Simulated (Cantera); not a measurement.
## Thermodynamics of iron carbonyl, mercury and lead vapours, feed Fe(CO)₅ + H₂

Charge: 1 mol Fe(CO)₅, 0.18 mol H₂, at 0.00140 bar.

Method: chemical equilibrium by Gibbs-energy minimisation in Cantera with the NASA 1993 tables (ideal gas, pure condensed phases). Candidate condensed phases: C, C₆H₆, C₇H₈, C₈H₁₈, Fe, Fe(CO)₅, FeO, Fe(OH)₂, Fe(OH)₃, Fe₂O₃, Fe₃O₄, H₂O; 114 gas species. Condensed phases not in the tables: cementite and carbon dissolved in iron. Equilibrium is a limit: real reactors are often held back by kinetics, nucleation or transport.

From 923 K to 1073 K the condensed part is C(graphite) + Fe(α). From 1123 K to 1173 K the condensed part is Fe(α). From 1223 K to 1523 K the condensed part is Fe(γ).

```tsv
T (K)	x CO	x H₂	x CO₂	x Fe	n C(graphite)	n Fe(α)	n Fe(γ)
923	0.961	0.0348	0.00408	<1e-12	0.0214	1.00	0
973	0.964	0.0348	0.00130	2.72e-12	0.00690	1.00	0
1023	0.965	0.0348	0.000466	3.20e-11	0.00248	1.00	0
1073	0.965	0.0347	0.000184	2.96e-10	0.000982	1.00	0
1123	0.965	0.0347	7.87e-5	2.23e-9	0	1.00	0
1173	0.965	0.0347	3.64e-5	1.40e-8	0	1.00	0
1223	0.965	0.0347	1.79e-5	7.55e-8	0	0	1.00
1273	0.965	0.0347	9.37e-6	3.55e-7	0	0	1.000
1323	0.965	0.0347	5.15e-6	1.48e-6	0	0	1.000
1373	0.965	0.0347	2.97e-6	5.57e-6	0	0	1.000
1423	0.965	0.0347	1.78e-6	1.90e-5	0	0	1.000
1473	0.965	0.0347	1.10e-6	5.97e-5	0	0	1.000
1523	0.965	0.0347	7.23e-7	0.000173	0	0	0.999
```
x: gas mole fraction; n: condensed amount in mol.
